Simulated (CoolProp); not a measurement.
The numbers come from the reference Helmholtz-energy equation of state, Lemmon 2006 in CoolProp. It is a short technical equation, of lower accuracy than the large ones.

Problem. Give the vapour pressure (MPa), vapour Z, surface tension (mN/m) of saturated acetone at 307.8 K.

Solution. 
```json
[
 {"T (K)": "307.8", "p (MPa)": "0.0459", "vapour Z": "0.968", "surface tension (mN/m)": "21.5"}
]
```

Surface tension comes from a separate correlation (Mulero 2012).
